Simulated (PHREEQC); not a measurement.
1 kg of water holding 0.13 mol NaCl, 0.1 mol KCl, 0.014 mol Na2B4O7 and 0.033 mol Na2CO3 is evaporated at 25 °C; the solids stay in contact with the brine. CO2 is held at log p = -3.4 (atm). Only these solids could form: Halite, Kalicinite, Nahcolite, Natron, Sylvite, Trona, Borax, Boric_acid,s, KB5O8:4H2O, K2B4O7:4H2O, NaBO2:4H2O, NaB5O8:5H2O, Teepleite.

Computed with PHREEQC (Pitzer model, pitzer.dat).

```csv
water left (kg),ionic strength,water activity,Halite (mol),Sylvite (mol),Trona (mol),Borax (mol)
1,0.338,0.990,0,0,0,0
0.6756,0.503,___,0,0,0,0
0.4565,0.750,0.978,0,0,0,0
0.2537,1.37,0.961,0,0,0,0
0.1717,2.04,0.944,0,0,0,0
0.1161,2.99,0.917,0,0,0,___
0.0642,___,0.846,0,0,0,0.00700
0.04322,___,0.758,0,0,0,0.00882
0.02861,8.59,0.708,0.00519,___,0.00900,0.0108
0.01884,8.59,0.708,0.0478,0.0611,___,0.0119
0.01225,8.59,0.708,0.0766,___,0.0164,___
0.006136,8.59,0.708,0.103,0.0873,0.0192,0.0133
0.003654,8.59,0.708,0.114,0.0925,0.0203,0.0136
```

Task: Complete the blanks.

Result: 
- 0.6756, water activity: 0.985
- 0.1161, Borax (mol): 0.00215
- 0.0642, ionic strength: 5.27
- 0.04322, ionic strength: 7.75
- 0.02861, Sylvite (mol): 0.0409
- 0.01884, Trona (mol): 0.0134
- 0.01225, Sylvite (mol): 0.0747
- 0.01225, Borax (mol): 0.0126
